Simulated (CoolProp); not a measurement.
R236FA along the isobar 7850 kPa: fugacity coefficient from the reference equation and from simpler models built on Tc = 398.1 K, pc = 3191 kPa, ω = 0.377; each cubic takes its own stable root.

The numbers come from the reference Helmholtz-energy equation of state, Pan 2012 in CoolProp.

```json
[
 {"T (K)": "295.4", "phase": "liquid", "reference": "0.04079", "Redlich-Kwong": "0.07463", "Soave-Redlich-Kwong": "0.04278", "Peng-Robinson": "0.04056"},
 {"T (K)": "304.9", "phase": "liquid", "reference": "0.05431", "Redlich-Kwong": "0.09233", "Soave-Redlich-Kwong": "0.05718", "Peng-Robinson": "0.05407"},
 {"T (K)": "314.4", "phase": "liquid", "reference": "0.07061", "Redlich-Kwong": "0.1122", "Soave-Redlich-Kwong": "0.07460", "Peng-Robinson": "0.07038"},
 {"T (K)": "323.9", "phase": "liquid", "reference": "0.08983", "Redlich-Kwong": "0.1341", "Soave-Redlich-Kwong": "0.09520", "Peng-Robinson": "0.08967"},
 {"T (K)": "333.4", "phase": "liquid", "reference": "0.1121", "Redlich-Kwong": "0.1580", "Soave-Redlich-Kwong": "0.1191", "Peng-Robinson": "0.1120"},
 {"T (K)": "342.9", "phase": "liquid", "reference": "0.1373", "Redlich-Kwong": "0.1837", "Soave-Redlich-Kwong": "0.1462", "Peng-Robinson": "0.1374"},
 {"T (K)": "352.4", "phase": "liquid", "reference": "0.1655", "Redlich-Kwong": "0.2110", "Soave-Redlich-Kwong": "0.1765", "Peng-Robinson": "0.1658"},
 {"T (K)": "361.9", "phase": "liquid", "reference": "0.1965", "Redlich-Kwong": "0.2397", "Soave-Redlich-Kwong": "0.2098", "Peng-Robinson": "0.1970"},
 {"T (K)": "371.5", "phase": "liquid", "reference": "0.2306", "Redlich-Kwong": "0.2698", "Soave-Redlich-Kwong": "0.2461", "Peng-Robinson": "0.2311"},
 {"T (K)": "381", "phase": "liquid", "reference": "0.2665", "Redlich-Kwong": "0.3005", "Soave-Redlich-Kwong": "0.2843", "Peng-Robinson": "0.2670"},
 {"T (K)": "390.5", "phase": "liquid", "reference": "0.3044", "Redlich-Kwong": "0.3317", "Soave-Redlich-Kwong": "0.3242", "Peng-Robinson": "0.3046"},
 {"T (K)": "400", "phase": "supercritical", "reference": "0.3438", "Redlich-Kwong": "0.3633", "Soave-Redlich-Kwong": "0.3653", "Peng-Robinson": "0.3433"}
]
```
